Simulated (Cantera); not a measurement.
What does this Cantera script print?

```python
import numpy as np
import cantera as ct

gas = ct.Solution("gri30.yaml")
gas.TPX = 950, 490000, {'CO': 0.0014, 'O2': 0.0059, 'H2O': 0.00012, 'N2': 1}
reactor = ct.IdealGasConstPressureReactor(gas, energy="off", clone=False)
net = ct.ReactorNet([reactor])
net.rtol, net.atol = 1e-08, 1e-18
show = ['CO', 'O2', 'H2O', 'O', 'N2O', 'HO2', 'H2O2']
times = np.geomspace(7e-05, 40, 12)

steps = ct.SolutionArray(gas, extra=["t"])
rows = []
print(f"{'t/s':>10s}{'T/K':>9s}{'P/Pa':>11s}" + "".join(f"{s:>11s}" for s in show))
for t in times:
    while net.time < t:
        t_next = net.step()
        steps.append(gas.state, t=t_next)
    rows.append([np.interp(t, steps.t, y) for y in (steps.T, steps.P, *steps(*show).X.T)])
    print(f"{t:10.3e}{rows[-1][0]:9.1f}{rows[-1][1]:11.4g}" + "".join(f"{x:11.3e}" for x in rows[-1][2:]))
rate = np.gradient(steps.T, steps.t)
print("integrator steps:", len(steps.t))
if steps.T.max() > steps.T[0] + 200:
    print(f"time of steepest temperature rise: {steps.t[rate.argmax()]:.4e} s")
gas.TPX = 950, 490000, {'CO': 0.0014, 'O2': 0.0059, 'H2O': 0.00012, 'N2': 1}
gas.equilibrate("TP")
print(f"equilibrium (TP): T = {gas.T:.1f} K  " + "  ".join(f"{s} {gas[s].X[0]:.3e}" for s in show))
```

It prints:

```
       t/s      T/K       P/Pa         CO         O2        H2O          O        N2O        HO2       H2O2
 7.000e-05    950.0    4.9e+05  1.390e-03  5.857e-03  1.191e-04  8.823e-13  5.534e-17  2.509e-16  5.273e-24
 2.336e-04    950.0    4.9e+05  1.390e-03  5.857e-03  1.191e-04  2.878e-12  5.971e-16  5.308e-15  3.354e-22
 7.795e-04    950.0    4.9e+05  1.390e-03  5.857e-03  1.191e-04  8.917e-12  6.312e-15  8.031e-14  1.831e-20
 2.601e-03    950.0    4.9e+05  1.390e-03  5.857e-03  1.191e-04  2.355e-11  6.005e-14  8.586e-13  6.929e-19
 8.680e-03    950.0    4.9e+05  1.390e-03  5.857e-03  1.191e-04  4.168e-11  4.329e-13  6.403e-12  1.993e-17
 2.897e-02    950.0    4.9e+05  1.390e-03  5.857e-03  1.191e-04  4.615e-11  2.038e-12  3.041e-11  4.236e-16
 9.666e-02    950.0    4.9e+05  1.390e-03  5.857e-03  1.191e-04  4.761e-11  7.591e-12  1.135e-10  6.294e-15
 3.226e-01    950.0    4.9e+05  1.390e-03  5.857e-03  1.191e-04  5.280e-11  2.742e-11  4.097e-10  8.397e-14
 1.076e+00    950.0    4.9e+05  1.390e-03  5.856e-03  1.191e-04  7.433e-11  1.107e-10  1.644e-09  1.366e-12
 3.592e+00    950.0    4.9e+05  1.388e-03  5.856e-03  1.191e-04  2.126e-10  7.010e-10  9.672e-09  4.732e-11
 1.199e+01    950.0    4.9e+05  1.359e-03  5.841e-03  1.191e-04  7.804e-10  8.968e-09  4.452e-08  1.008e-09
 4.000e+01    950.0    4.9e+05  1.220e-03  5.772e-03  1.191e-04  8.155e-10  4.686e-08  4.716e-08  1.131e-09
integrator steps: 364
equilibrium (TP): T = 950.0 K  CO 8.949e-14  O2 5.164e-03  H2O 1.192e-04  O 1.038e-12  N2O 6.694e-10  HO2 1.280e-12  H2O2 2.723e-14
```

Computed with Cantera and GRI-Mech 3.0 (53 species, 325 reactions).
